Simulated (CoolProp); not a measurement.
Vapour-liquid equilibrium of n-hexane (1) + o-xylene (2) at 0.292 MPa; x and y are mole fractions of (1).

Values from CoolProp's multi-fluid Helmholtz-energy mixture model, Thol 2019 and Zhou 2012; pair parameters Bell 2016.

Problem. Give the bubble temperature and the first vapour's composition at x = 0.15, 0.25, 0.85. Is there an azeotrope?

Solution. x = 0.15: 436.6 K, y = 0.496; x = 0.25: 424.2 K, y = 0.663; x = 0.85: 385.8 K, y = 0.971. No azeotrope shows between x = 0.05 and 0.95.

Pair parameters are fitted to limited data, so mixtures are less certain than the pure fluids.
